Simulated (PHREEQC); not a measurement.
Model water analysis in mg/L, 25 °C, pH 2.13, pe 8.3:

```json
[
 {"constituent": "Na", "mg/L": "174"},
 {"constituent": "K", "mg/L": "101"},
 {"constituent": "Ca", "mg/L": "612"},
 {"constituent": "Mg", "mg/L": "79.6"},
 {"constituent": "Cl", "mg/L": "168"},
 {"constituent": "S(6) as SO4", "mg/L": "2790"},
 {"constituent": "Fe(3)", "mg/L": "1.97"},
 {"constituent": "Al", "mg/L": "0.977"},
 {"constituent": "Cd", "mg/L": "8.55"},
 {"constituent": "B", "mg/L": "0.557"},
 {"constituent": "Cu(2)", "mg/L": "9.13"}
]
```

Cl is adjusted to close the charge balance.
Valence states are taken as typed.

Equilibrium calculation in PHREEQC: ion-association model, wateq4f.dat.

This is a speciation only: nothing precipitates in the calculation.

Order these Fe species by the share of Fe that they hold, largest first: FeSO4+, FeHSO4+2, Fe(SO4)2-, Fe+3, FeOH+2.

FeSO4+ (79 %), Fe(SO4)2- (11 %), Fe+3 (4.2 %), FeHSO4+2 (3.1 %), FeOH+2 (1.8 %)

The pH is 2.13 and the ionic strength 0.0700 mol/kgw. Saturation is exceeded, for instance for Hematite (slow to form), Goethite (slow to form); the values hold only as long as no solid forms.
